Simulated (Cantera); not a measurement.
An adiabatic, constant-pressure homogeneous reactor starts with CH3OH : O2 : N2 = 1 : 1.5 : 5.64 (molar parts), equivalence ratio 1.0, at 1475 K and 0.230 bar. Integrator tolerance rtol = 1e-08.

Cantera simulation using GRI-Mech 3.0 (53 species, 325 reactions); the numbers are that mechanism's predictions, not measurements. GRI-Mech 3.0 was tuned for natural gas; its chemistry of methanol as a main component is partial and can be far from experiment.

Q: What does this change do: initial temperature 1475 to 1225 K?

A: 
```csv
quantity,before,after
time of steepest temperature rise,1.15 ms,24.9 ms
temperature at 7.00 s,2594 K,2518 K
equilibrium temperature,2594 K,2518 K
x(CH3OH) at 7.00 s,<1e-12 (gas-phase equilibrium <1e-12),<1e-12 (gas-phase equilibrium <1e-12)
x(O2) at 7.00 s,0.0248 (gas-phase equilibrium 0.0248),0.0212 (gas-phase equilibrium 0.0212)
x(H) at 7.00 s,0.0117 (gas-phase equilibrium 0.0117),0.00762 (gas-phase equilibrium 0.00762)
x(C2H6) at 7.00 s,<1e-12 (gas-phase equilibrium <1e-12),<1e-12 (gas-phase equilibrium <1e-12)
x(CO2) at 7.00 s,0.0612 (gas-phase equilibrium 0.0612),0.0701 (gas-phase equilibrium 0.0701)
x(H2) at 7.00 s,0.0221 (gas-phase equilibrium 0.0221),0.0179 (gas-phase equilibrium 0.0179)
```

Q: What does this change do: pressure from 0.230 bar to 3.50 bar?

A: 
```tsv
quantity	before	after
time of steepest temperature rise	1.15 ms	94.7 µs
temperature at 7.00 s	2594 K	2784 K
equilibrium temperature	2594 K	2784 K
x(CH3OH) at 7.00 s	<1e-12 (gas-phase equilibrium <1e-12)	<1e-12 (gas-phase equilibrium <1e-12)
x(O2) at 7.00 s	0.0248 (gas-phase equilibrium 0.0248)	0.0183 (gas-phase equilibrium 0.0183)
x(H) at 7.00 s	0.0117 (gas-phase equilibrium 0.0117)	0.00526 (gas-phase equilibrium 0.00526)
x(C2H6) at 7.00 s	<1e-12 (gas-phase equilibrium <1e-12)	<1e-12 (gas-phase equilibrium <1e-12)
x(CO2) at 7.00 s	0.0612 (gas-phase equilibrium 0.0612)	0.0711 (gas-phase equilibrium 0.0711)
x(H2) at 7.00 s	0.0221 (gas-phase equilibrium 0.0221)	0.0159 (gas-phase equilibrium 0.0159)
```
